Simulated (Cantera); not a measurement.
# Diamond growth

A diamond (100) surface in a fixed gas of H2 with x(CH4) = 0.016, x(H) = 0.00044, at 1348 K, 33.0 Torr; coverages are run to steady state.

Cantera simulation using the Harris–Goodwin 1993 mechanism for the reconstructed diamond (100) surface; the numbers are that mechanism's predictions, not measurements.

```json
[
 {"x(CH3)": "1e-06", "growth (µm/h)": "0.00139", "θ c6HH": "0.479", "θ c6H*": "0.0461", "θ c6*H": "0.456", "θ c6**": "0.0185", "θ c6HM": "5.10e-7"},
 {"x(CH3)": "2.5e-06", "growth (µm/h)": "0.00347", "θ c6HH": "0.479", "θ c6H*": "0.0461", "θ c6*H": "0.456", "θ c6**": "0.0184", "θ c6HM": "1.27e-6"},
 {"x(CH3)": "6.1e-06", "growth (µm/h)": "0.00845", "θ c6HH": "0.479", "θ c6H*": "0.0461", "θ c6*H": "0.456", "θ c6**": "0.0184", "θ c6HM": "3.11e-6"},
 {"x(CH3)": "1.5e-05", "growth (µm/h)": "0.0208", "θ c6HH": "0.479", "θ c6H*": "0.0461", "θ c6*H": "0.456", "θ c6**": "0.0184", "θ c6HM": "7.64e-6"},
 {"x(CH3)": "3.8e-05", "growth (µm/h)": "0.0525", "θ c6HH": "0.479", "θ c6H*": "0.0461", "θ c6*H": "0.456", "θ c6**": "0.0184", "θ c6HM": "1.94e-5"},
 {"x(CH3)": "9.3e-05", "growth (µm/h)": "0.128", "θ c6HH": "0.479", "θ c6H*": "0.0461", "θ c6*H": "0.456", "θ c6**": "0.0183", "θ c6HM": "4.73e-5"},
 {"x(CH3)": "0.00023", "growth (µm/h)": "0.312", "θ c6HH": "0.478", "θ c6H*": "0.0461", "θ c6*H": "0.456", "θ c6**": "0.0180", "θ c6HM": "0.000117"},
 {"x(CH3)": "0.00057", "growth (µm/h)": "0.747", "θ c6HH": "0.478", "θ c6H*": "0.0460", "θ c6*H": "0.455", "θ c6**": "0.0174", "θ c6HM": "0.000288"},
 {"x(CH3)": "0.0014", "growth (µm/h)": "1.70", "θ c6HH": "0.476", "θ c6H*": "0.0457", "θ c6*H": "0.452", "θ c6**": "0.0161", "θ c6HM": "0.000697"}
]
```
θ: site fractions in the mechanism's names (c6HH fully hydrogenated, c6H* and c6*H radical sites, c6** diradical, c6HM methylated).
